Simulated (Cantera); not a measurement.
What does this Cantera script print?

```python
import numpy as np
import cantera as ct

gas_names = """
    H HO2 H2 H2O H2O2 H2S H2SO4 Na NaH NaO NaOH Na2 Na2O Na2O2H2 Na2SO4 O OH O2 O3 S SH SO SO2 SO3 S2
    S2O S8
""".split()
cond_names = """
    H2O(s) H2O(L) H2SO4(L) Na(cr) Na(L) NaOH(a) NaOH(L) NaO2(s) Na2O(c) Na2O(a) Na2O(L) Na2O2(a)
    Na2O2(b) Na2S(1) Na2S(2) Na2S(L) Na2SO4(V) Na2SO4(IV) Na2SO4(I) Na2SO4(L) S(cr1) S(cr2) S(L)
""".split()


# ... load() reads the species with a 1 bar reference pressure and builds the phases ...
atoms = {
    'Na2SO4': {'Na': 2, 'S': 1, 'O': 4},
    'H2': {'H': 2},
    'H2O': {'H': 2, 'O': 1},
}
top_T = {'NaO2(s)': 800, 'Na2O2(b)': 940}  # K; cautious upper limits of use, not melting points


# ... equilibrate(T, P, feed) seeds the gas with the atoms and calls Mixture.equilibrate('TP', solver="vcs", rtol=1e-11, max_steps=5000) ...
results = []
feed = {'Na2SO4': 1, 'H2': 8.5, 'H2O': 0.27}  # mol
P = 3100  # Pa
for T in [1023, 1073, 1123, 1173, 1223, 1273, 1323]:
    mix = equilibrate(T, P, feed)
    results.append((T, P, feed, dict(zip(mix.species_names, mix.species_moles))))

top = {s: max(r[3][s] / sum(r[3][g] for g in gas_names) for r in results) for s in gas_names}
cols = sorted((s for s in top if top[s] > 0.001), key=lambda s: -top[s])[:5]
seen = [c for c in cond_names if any(r[3].get(c, 0) > 1e-12 for r in results)]
print("log10 of partial pressures in bar; condensed amounts in mol")
print(f"{'T/K':>10s}" + "".join(f"{s[:9]:>10s}" for s in cols + seen))
for T, P, feed, n in results:
    ng = sum(n[g] for g in gas_names)
    print(f"{T:10.4g}" + "".join(f"{np.log10(max(n[s] / ng * P / 1e5, 1e-99)):10.3f}" for s in cols)
          + "".join(f"{n.get(c, 0):10.4g}" for c in seen))
```

Output:

```
log10 of partial pressures in bar; condensed amounts in mol
       T/K        H2       H2O        Na       H2S      NaOH   Na2S(1)   Na2S(2)
      1023    -1.799    -1.821    -5.485    -5.469    -5.456     0.999         0
      1073    -1.799    -1.822    -5.040    -5.089    -5.146    0.9977         0
      1123    -1.799    -1.822    -4.640    -4.739    -4.867    0.9948         0
      1173    -1.800    -1.823    -4.279    -4.416    -4.616    0.9891         0
      1223    -1.802    -1.824    -3.952    -4.119    -4.390    0.9783         0
      1273    -1.805    -1.827    -3.654    -3.848    -4.186    0.9591         0
      1323    -1.811    -1.831    -3.383    -3.604    -4.000         0    0.9261
```

Method: chemical equilibrium by Gibbs-energy minimisation in Cantera with the NASA 1993 tables (ideal gas, pure condensed phases).
